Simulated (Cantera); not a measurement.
# Equilibrium for sublimation and decomposition of ceramics: TiC + H2

Charge: 1 mol TiC, 0.055 mol H2, at 1.90 bar.

Cantera equilibrium calculation (NASA polynomials, part measured and part estimated; ideal gas, pure solids and liquids). Candidate condensed phases: C, C6H6, C7H8, C8H18, Ti, TiC; 89 gas species. Ions and electrons are included (thermal ionisation). TiC: taken at fixed stoichiometry. Equilibrium is a limit: real reactors are often held back by kinetics, nucleation or transport.

From 2000 K to 3250 K the condensed part is TiC(s). From 3500 K to 4250 K the condensed part is TiC(l). From 4500 K to 5000 K nothing is condensed. The main Ti-bearing gas is Ti throughout.

```json
[
 {"T (K)": "2000", "x H2": "0.999", "x Ti": "5.75e-7", "x H": "0.00118", "x C": "<1e-12", "x C3": "<1e-12", "x C2": "<1e-12", "x C2H": "<1e-12", "x C2H2 (acetylene)": "3.74e-10", "x Ti+": "2.18e-11", "n TiC(s)": "1.00", "n TiC(l)": "0"},
 {"T (K)": "2250", "x H2": "0.995", "x Ti": "3.98e-6", "x H": "0.00537", "x C": "1.41e-11", "x C3": "<1e-12", "x C2": "<1e-12", "x C2H": "3.88e-11", "x C2H2 (acetylene)": "1.81e-7", "x Ti+": "6.06e-10", "n TiC(s)": "1.00", "n TiC(l)": "0"},
 {"T (K)": "2500", "x H2": "0.982", "x Ti": "3.01e-5", "x H": "0.0181", "x C": "2.62e-9", "x C3": "6.98e-12", "x C2": "2.15e-11", "x C2H": "1.25e-8", "x C2H2 (acetylene)": "9.49e-6", "x Ti+": "1.11e-8", "n TiC(s)": "1.000", "n TiC(l)": "0"},
 {"T (K)": "2750", "x H2": "0.951", "x Ti": "0.000233", "x H": "0.0484", "x C": "1.24e-7", "x C3": "2.17e-9", "x C2": "3.36e-9", "x C2H": "6.18e-7", "x C2H2 (acetylene)": "0.000105", "x Ti+": "1.48e-7", "n TiC(s)": "1.000", "n TiC(l)": "0"},
 {"T (K)": "3000", "x H2": "0.890", "x Ti": "0.00137", "x H": "0.108", "x C": "2.87e-6", "x C3": "2.05e-7", "x C2": "1.94e-7", "x C2H": "1.34e-5", "x C2H2 (acetylene)": "0.000643", "x Ti+": "1.33e-6", "n TiC(s)": "1.000", "n TiC(l)": "0"},
 {"T (K)": "3250", "x H2": "0.785", "x Ti": "0.00607", "x H": "0.206", "x C": "4.06e-5", "x C3": "9.34e-6", "x C2": "5.87e-6", "x C2H": "0.000172", "x C2H2 (acetylene)": "0.00275", "x Ti+": "8.53e-6", "n TiC(s)": "1.000", "n TiC(l)": "0"},
 {"T (K)": "3500", "x H2": "0.630", "x Ti": "0.0196", "x H": "0.340", "x C": "0.000371", "x C3": "0.000206", "x C2": "9.71e-5", "x C2H": "0.00130", "x C2H2 (acetylene)": "0.00763", "x Ti+": "4.03e-5", "n TiC(s)": "0", "n TiC(l)": "0.999"},
 {"T (K)": "3750", "x H2": "0.437", "x Ti": "0.0547", "x H": "0.481", "x C": "0.00241", "x C3": "0.00260", "x C2": "0.00101", "x C2H": "0.00620", "x C2H2 (acetylene)": "0.0141", "x Ti+": "0.000160", "n TiC(s)": "0", "n TiC(l)": "0.996"},
 {"T (K)": "4000", "x H2": "0.229", "x Ti": "0.147", "x H": "0.553", "x C": "0.0113", "x C3": "0.0181", "x C2": "0.00644", "x C2H": "0.0172", "x C2H2 (acetylene)": "0.0146", "x Ti+": "0.000581", "n TiC(s)": "0", "n TiC(l)": "0.985"},
 {"T (K)": "4250", "x H2": "0.0489", "x Ti": "0.389", "x H": "0.385", "x C": "0.0399", "x C3": "0.0746", "x C2": "0.0273", "x C2H": "0.0215", "x C2H2 (acetylene)": "0.00468", "x Ti+": "0.00196", "n TiC(s)": "0", "n TiC(l)": "0.917"},
 {"T (K)": "4500", "x H2": "0.000662", "x Ti": "0.632", "x H": "0.0645", "x C": "0.0964", "x C3": "0.127", "x C2": "0.0607", "x C2H": "0.00371", "x C2H2 (acetylene)": "5.60e-5", "x Ti+": "0.00455", "n TiC(s)": "0", "n TiC(l)": "0"},
 {"T (K)": "4750", "x H2": "0.000326", "x Ti": "0.593", "x H": "0.0628", "x C": "0.162", "x C3": "0.0910", "x C2": "0.0723", "x C2H": "0.00216", "x C2H2 (acetylene)": "1.45e-5", "x Ti+": "0.00698", "n TiC(s)": "0", "n TiC(l)": "0"},
 {"T (K)": "5000", "x H2": "0.000164", "x Ti": "0.549", "x H": "0.0598", "x C": "0.240", "x C3": "0.0543", "x C2": "0.0732", "x C2H": "0.00112", "x C2H2 (acetylene)": "3.53e-6", "x Ti+": "0.0102", "n TiC(s)": "0", "n TiC(l)": "0"}
]
```
x: gas mole fraction; n: condensed amount in mol.
